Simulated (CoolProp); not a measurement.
A Linde-Hampson liquefier for ethylene: isothermal reversible compression at 300 K from 1 atm to 25 MPa, throttling to 1 atm, return gas leaving the recuperator 5 K below the feed. Each further row changes one setting.

Model: reference Helmholtz-energy equation of state, Smukala 2000, in CoolProp.

```tsv
case	liquid yield per pass	compression work (kJ/kg of gas)
as stated	(withheld)	386
high pressure 50 MPa	(withheld)	441
warm-end temperature 330 K	(withheld)	454
warm-end gap 10 K	(withheld)	386
```

Question: Some entries are withheld; supply them.

Answer: 
- as stated, liquid yield per pass: 0.475
- high pressure 50 MPa, liquid yield per pass: 0.460
- warm-end temperature 330 K, liquid yield per pass: 0.392
- warm-end gap 10 K, liquid yield per pass: 0.469
